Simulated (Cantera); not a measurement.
Feed: 1 mol SiH4, 0.34 mol NH3, 2 mol N2, equilibrated at 33.0 Pa.

Method: chemical equilibrium by Gibbs-energy minimisation in Cantera with the NASA 1993 tables (ideal gas, pure condensed phases). Candidate condensed phases: Si, Si3N4; 18 gas species. The tables' values for SiN are old estimates; treat these amounts as uncertain. Gases not in the tables: Si2H6 and higher silanes. Rates play no part.

x: gas mole fraction; n: condensed amount in mol.

```json
[
 {"T (K)": "1023", "x H2": "0.625", "x N2": "0.375", "x Si": "<1e-12", "x H": "1.80e-7", "x Si2": "<1e-12", "x SiH": "<1e-12", "x Si2N": "<1e-12", "n Si3N4(s)": "0.333", "n Si(s)": "0", "n Si(l)": "0"},
 {"T (K)": "1123", "x H2": "0.625", "x N2": "0.375", "x Si": "<1e-12", "x H": "1.85e-6", "x Si2": "<1e-12", "x SiH": "<1e-12", "x Si2N": "<1e-12", "n Si3N4(s)": "0.333", "n Si(s)": "0", "n Si(l)": "0"},
 {"T (K)": "1223", "x H2": "0.625", "x N2": "0.375", "x Si": "5.85e-11", "x H": "1.31e-5", "x Si2": "<1e-12", "x SiH": "1.09e-11", "x Si2N": "<1e-12", "n Si3N4(s)": "0.333", "n Si(s)": "0", "n Si(l)": "0"},
 {"T (K)": "1323", "x H2": "0.625", "x N2": "0.375", "x Si": "(withheld)", "x H": "(withheld)", "x Si2": "<1e-12", "x SiH": "(withheld)", "x Si2N": "(withheld)", "n Si3N4(s)": "0.333", "n Si(s)": "0", "n Si(l)": "0"},
 {"T (K)": "1423", "x H2": "0.625", "x N2": "0.375", "x Si": "8.41e-7", "x H": "0.000289", "x Si2": "1.09e-10", "x SiH": "5.42e-8", "x Si2N": "4.20e-9", "n Si3N4(s)": "0.333", "n Si(s)": "0", "n Si(l)": "0"},
 {"T (K)": "1523", "x H2": "0.625", "x N2": "0.374", "x Si": "3.88e-5", "x H": "0.00101", "x Si2": "4.15e-8", "x SiH": "1.63e-6", "x Si2N": "5.52e-7", "n Si3N4(s)": "0.333", "n Si(s)": "0", "n Si(l)": "0"},
 {"T (K)": "1623", "x H2": "0.534", "x N2": "0.463", "x Si": "0.000474", "x H": "0.00278", "x Si2": "1.36e-6", "x SiH": "1.26e-5", "x Si2N": "7.96e-6", "n Si3N4(s)": "0", "n Si(s)": "0.998", "n Si(l)": "0"},
 {"T (K)": "1723", "x H2": "0.529", "x N2": "0.461", "x Si": "0.00298", "x H": "0.00730", "x Si2": "1.41e-5", "x SiH": "5.66e-5", "x Si2N": "3.62e-5", "n Si3N4(s)": "0", "n Si(s)": "0", "n Si(l)": "0.985"},
 {"T (K)": "1823", "x H2": "0.516", "x N2": "0.453", "x Si": "0.0134", "x H": "0.0171", "x Si2": "8.67e-5", "x SiH": "0.000187", "x Si2N": "0.000106", "n Si3N4(s)": "0", "n Si(s)": "0", "n Si(l)": "0.932"},
 {"T (K)": "1923", "x H2": "0.480", "x N2": "0.431", "x Si": "0.0514", "x H": "0.0359", "x Si2": "0.000439", "x SiH": "0.000530", "x Si2N": "0.000273", "n Si3N4(s)": "0", "n Si(s)": "0", "n Si(l)": "0.729"},
 {"T (K)": "2023", "x H2": "(withheld)", "x N2": "0.371", "x Si": "0.164", "x H": "(withheld)", "x Si2": "(withheld)", "x SiH": "(withheld)", "x Si2N": "(withheld)", "n Si3N4(s)": "0", "n Si(s)": "0", "n Si(l)": "0"},
 {"T (K)": "2123", "x H2": "0.357", "x N2": "0.360", "x Si": "0.163", "x H": "0.118", "x Si2": "0.000705", "x SiH": "0.000914", "x Si2N": "0.000130", "n Si3N4(s)": "0", "n Si(s)": "0", "n Si(l)": "0"}
]
```

Question: Complete the blanks.

Answer: 
- 1323, x Si: 1.01e-8
- 1323, x H: 6.90e-5
- 1323, x SiH: 1.07e-9
- 1323, x Si2N: 1.51e-11
- 2023, x H2: 0.396
- 2023, x H: 0.0658
- 2023, x Si2: 0.00170
- 2023, x SiH: 0.00120
- 2023, x Si2N: 0.000545
